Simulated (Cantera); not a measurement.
What does this Cantera script print?

```python
import numpy as np
import cantera as ct

gas_names = """
    H HNO HNO2 HNO3 HO2 H2 H2O H2O2 N NH NH2 NH3 NH2OH NO NO2 NO3 N2 N2H2 N2H4 N2O O OH O2 O3 Si SiH
    SiH2 SiH3 SiH4 SiN SiO SiO2 Si2 Si2N Si3
""".split()
cond_names = """
    H2O(s) H2O(L) Si(cr) Si(L) SiO2(Lqz) SiO2(hqz) SiO2(L) Si2N2O(s) Si3N4(a)
""".split()


def load(file, names, dense=False):
    # The tables refer to 1 bar. Condensed volumes are neglected.
    table = {s.name: s for s in ct.Species.list_from_file(file)}
    out = []
    for n in names:
        d = dict(table[n].input_data)
        d["thermo"] = dict(d["thermo"], **{"reference-pressure": 1e5})
        if dense:
            d["equation-of-state"] = {"model": "constant-volume", "density": "1e6 g/cm^3"}
        out.append(ct.Species.from_dict(d))
    return out


gas = ct.Solution(thermo="ideal-gas", species=load("nasa_gas.yaml", gas_names))
cond = {s.name: ct.Solution(thermo="fixed-stoichiometry", species=[s], name=s.name)
        for s in load("nasa_condensed.yaml", cond_names, dense=True)}
atoms = {
    'Si3N4': {'Si': 3, 'N': 4},
    'H2O': {'H': 2, 'O': 1},
    'N2': {'N': 2},
}
top_T = {'Si2N2O(s)': 2100, 'Si3N4(a)': 2400}  # K; cautious upper limits of use, not melting points


def equilibrate(T, P, feed):
    n = {}
    for name, mol in feed.items():
        for a, k in atoms[name].items():
            n[a] = n.get(a, 0.0) + k * mol
    gas.TPX = T, P, n
    mass = sum(n.values()) * gas.mean_molecular_weight
    gas.equilibrate("TP")
    valid = [c for c in cond.values() if c.min_temp <= T <= top_T.get(c.name, c.max_temp)]
    mix = ct.Mixture([(gas, mass / gas.mean_molecular_weight)] + [(c, 0.0) for c in valid])
    mix.T, mix.P = T, P
    mix.equilibrate("TP", solver="vcs", rtol=1e-11, max_steps=5000)
    return mix


results = []
feed = {'Si3N4': 1, 'H2O': 0.0017, 'N2': 260}  # mol
for P in [0.1, 0.5, 2.5, 13, 63, 320, 1600, 7900, 40000, 200000, 1000000]:
    for T in [975, 1025, 1075, 1125, 1175, 1225, 1275, 1325, 1375, 1425, 1475, 1525, 1575, 1625]:
        mix = equilibrate(T, P, feed)
        results.append((T, P, feed, dict(zip(mix.species_names, mix.species_moles))))

for T, P, feed, n in results:
    print(f"{T:7g} {P:10.4g}  " + (" + ".join(c for c in cond_names if n.get(c, 0) > 1e-12) or "gas only"))
```

It prints:

```
    975        0.1  Si2N2O(s) + Si3N4(a)
   1025        0.1  Si2N2O(s) + Si3N4(a)
   1075        0.1  Si2N2O(s) + Si3N4(a)
   1125        0.1  Si2N2O(s) + Si3N4(a)
   1175        0.1  Si3N4(a)
   1225        0.1  Si3N4(a)
   1275        0.1  Si3N4(a)
   1325        0.1  Si3N4(a)
   1375        0.1  Si(cr)
   1425        0.1  Si(cr)
   1475        0.1  Si(cr)
   1525        0.1  gas only
   1575        0.1  gas only
   1625        0.1  gas only
    975        0.5  Si2N2O(s) + Si3N4(a)
   1025        0.5  Si2N2O(s) + Si3N4(a)
   1075        0.5  Si2N2O(s) + Si3N4(a)
   1125        0.5  Si2N2O(s) + Si3N4(a)
   1175        0.5  Si2N2O(s) + Si3N4(a)
   1225        0.5  Si3N4(a)
   1275        0.5  Si3N4(a)
   1325        0.5  Si3N4(a)
   1375        0.5  Si3N4(a)
   1425        0.5  Si(cr)
   1475        0.5  Si(cr)
   1525        0.5  Si(cr)
   1575        0.5  gas only
   1625        0.5  gas only
    975        2.5  Si2N2O(s) + Si3N4(a)
   1025        2.5  Si2N2O(s) + Si3N4(a)
   1075        2.5  Si2N2O(s) + Si3N4(a)
   1125        2.5  Si2N2O(s) + Si3N4(a)
   1175        2.5  Si2N2O(s) + Si3N4(a)
   1225        2.5  Si2N2O(s) + Si3N4(a)
   1275        2.5  Si3N4(a)
   1325        2.5  Si3N4(a)
   1375        2.5  Si3N4(a)
   1425        2.5  Si3N4(a)
   1475        2.5  Si(cr)
   1525        2.5  Si(cr)
   1575        2.5  Si(cr)
   1625        2.5  Si(cr)
    975         13  Si2N2O(s) + Si3N4(a)
   1025         13  Si2N2O(s) + Si3N4(a)
   1075         13  Si2N2O(s) + Si3N4(a)
   1125         13  Si2N2O(s) + Si3N4(a)
   1175         13  Si2N2O(s) + Si3N4(a)
   1225         13  Si2N2O(s) + Si3N4(a)
   1275         13  Si2N2O(s) + Si3N4(a)
   1325         13  Si3N4(a)
   1375         13  Si3N4(a)
   1425         13  Si3N4(a)
   1475         13  Si3N4(a)
   1525         13  Si3N4(a)
   1575         13  Si(cr)
   1625         13  Si(cr)
    975         63  Si2N2O(s) + Si3N4(a)
   1025         63  Si2N2O(s) + Si3N4(a)
   1075         63  Si2N2O(s) + Si3N4(a)
   1125         63  Si2N2O(s) + Si3N4(a)
   1175         63  Si2N2O(s) + Si3N4(a)
   1225         63  Si2N2O(s) + Si3N4(a)
   1275         63  Si2N2O(s) + Si3N4(a)
   1325         63  Si2N2O(s) + Si3N4(a)
   1375         63  Si3N4(a)
   1425         63  Si3N4(a)
   1475         63  Si3N4(a)
   1525         63  Si3N4(a)
   1575         63  Si3N4(a)
   1625         63  Si3N4(a)
    975        320  Si2N2O(s) + Si3N4(a)
   1025        320  Si2N2O(s) + Si3N4(a)
   1075        320  Si2N2O(s) + Si3N4(a)
   1125        320  Si2N2O(s) + Si3N4(a)
   1175        320  Si2N2O(s) + Si3N4(a)
   1225        320  Si2N2O(s) + Si3N4(a)
   1275        320  Si2N2O(s) + Si3N4(a)
   1325        320  Si2N2O(s) + Si3N4(a)
   1375        320  Si2N2O(s) + Si3N4(a)
   1425        320  Si2N2O(s) + Si3N4(a)
   1475        320  Si3N4(a)
   1525        320  Si3N4(a)
   1575        320  Si3N4(a)
   1625        320  Si3N4(a)
    975       1600  Si2N2O(s) + Si3N4(a)
   1025       1600  Si2N2O(s) + Si3N4(a)
   1075       1600  Si2N2O(s) + Si3N4(a)
   1125       1600  Si2N2O(s) + Si3N4(a)
   1175       1600  Si2N2O(s) + Si3N4(a)
   1225       1600  Si2N2O(s) + Si3N4(a)
   1275       1600  Si2N2O(s) + Si3N4(a)
   1325       1600  Si2N2O(s) + Si3N4(a)
   1375       1600  Si2N2O(s) + Si3N4(a)
   1425       1600  Si2N2O(s) + Si3N4(a)
   1475       1600  Si2N2O(s) + Si3N4(a)
   1525       1600  Si3N4(a)
   1575       1600  Si3N4(a)
   1625       1600  Si3N4(a)
    975       7900  Si2N2O(s) + Si3N4(a)
   1025       7900  Si2N2O(s) + Si3N4(a)
   1075       7900  Si2N2O(s) + Si3N4(a)
   1125       7900  Si2N2O(s) + Si3N4(a)
   1175       7900  Si2N2O(s) + Si3N4(a)
   1225       7900  Si2N2O(s) + Si3N4(a)
   1275       7900  Si2N2O(s) + Si3N4(a)
   1325       7900  Si2N2O(s) + Si3N4(a)
   1375       7900  Si2N2O(s) + Si3N4(a)
   1425       7900  Si2N2O(s) + Si3N4(a)
   1475       7900  Si2N2O(s) + Si3N4(a)
   1525       7900  Si2N2O(s) + Si3N4(a)
   1575       7900  Si3N4(a)
   1625       7900  Si3N4(a)
    975      4e+04  Si2N2O(s) + Si3N4(a)
   1025      4e+04  Si2N2O(s) + Si3N4(a)
   1075      4e+04  Si2N2O(s) + Si3N4(a)
   1125      4e+04  Si2N2O(s) + Si3N4(a)
   1175      4e+04  Si2N2O(s) + Si3N4(a)
   1225      4e+04  Si2N2O(s) + Si3N4(a)
   1275      4e+04  Si2N2O(s) + Si3N4(a)
   1325      4e+04  Si2N2O(s) + Si3N4(a)
   1375      4e+04  Si2N2O(s) + Si3N4(a)
   1425      4e+04  Si2N2O(s) + Si3N4(a)
   1475      4e+04  Si2N2O(s) + Si3N4(a)
   1525      4e+04  Si2N2O(s) + Si3N4(a)
   1575      4e+04  Si2N2O(s) + Si3N4(a)
   1625      4e+04  Si2N2O(s) + Si3N4(a)
    975      2e+05  Si2N2O(s) + Si3N4(a)
   1025      2e+05  Si2N2O(s) + Si3N4(a)
   1075      2e+05  Si2N2O(s) + Si3N4(a)
   1125      2e+05  Si2N2O(s) + Si3N4(a)
   1175      2e+05  Si2N2O(s) + Si3N4(a)
   1225      2e+05  Si2N2O(s) + Si3N4(a)
   1275      2e+05  Si2N2O(s) + Si3N4(a)
   1325      2e+05  Si2N2O(s) + Si3N4(a)
   1375      2e+05  Si2N2O(s) + Si3N4(a)
   1425      2e+05  Si2N2O(s) + Si3N4(a)
   1475      2e+05  Si2N2O(s) + Si3N4(a)
   1525      2e+05  Si2N2O(s) + Si3N4(a)
   1575      2e+05  Si2N2O(s) + Si3N4(a)
   1625      2e+05  Si2N2O(s) + Si3N4(a)
    975      1e+06  Si2N2O(s) + Si3N4(a)
   1025      1e+06  Si2N2O(s) + Si3N4(a)
   1075      1e+06  Si2N2O(s) + Si3N4(a)
   1125      1e+06  Si2N2O(s) + Si3N4(a)
   1175      1e+06  Si2N2O(s) + Si3N4(a)
   1225      1e+06  Si2N2O(s) + Si3N4(a)
   1275      1e+06  Si2N2O(s) + Si3N4(a)
   1325      1e+06  Si2N2O(s) + Si3N4(a)
   1375      1e+06  Si2N2O(s) + Si3N4(a)
   1425      1e+06  Si2N2O(s) + Si3N4(a)
   1475      1e+06  Si2N2O(s) + Si3N4(a)
   1525      1e+06  Si2N2O(s) + Si3N4(a)
   1575      1e+06  Si2N2O(s) + Si3N4(a)
   1625      1e+06  Si2N2O(s) + Si3N4(a)
```

Equilibrium computed with Cantera from the NASA thermochemical tables; the gas is ideal and each condensed phase is pure. Mutual solubility and eutectic melting of coexisting phases are not modelled.
